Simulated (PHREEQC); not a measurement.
Consider water at 25 °C with 0.0034 mol/kgw NiSO4, 0.022 mol/kgw CuCl2 and 7.9e-05 mol/kgw NaH2PO4. Closed to the air; pH follows from the charge balance.

Computed with PHREEQC (ion-association model, wateq4f.dat).

The pH comes out as 4.61 and the ionic strength comes out as 0.0712 mol/kgw.

```tsv
species	molality	activity	log γ
Cl-	0.0428	0.0338	-0.103
Cu+2	0.0196	0.00863	-0.357
Ni+2	0.00307	0.00126	-0.386
SO4-2	0.00187	0.000775	-0.381
CuSO4	0.00134	0.00137	0.007
CuCl+	0.000989	0.000785	-0.101
```

This is a speciation only: nothing precipitates in the calculation. Examples of supersaturated solids here: Atacamite, Antlerite. Others may be too. H3PO4, which wateq4f.dat lacks, is added to it with the constant of phreeqc.dat. The database has no phosphate complexes of Cu, Ni.
